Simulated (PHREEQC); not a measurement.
**Brine: speciation**

Dissolve 0.68 mol KCl, 0.0076 mol NaHCO3 and 0.38 mol MgCl2 per kg of water at 25 °C. Closed to the air; pH follows from the charge balance.

Model: Pitzer model, pitzer.dat, run in PHREEQC.

Precipitation was switched off in this run.

Problem. What pH does the model give?

Solution. pH 7.22.

Problem. In which forms is C present?

Solution. HCO3- 90 %, CO2 5.0 %, MgCO3 3.2 %, CO3-2 1.8 % of the C.

Saturation is exceeded, for instance for Magnesite (slow to form); the values hold only as long as no solid forms. In brines, pH and single-ion activities rest on the MacInnes convention.
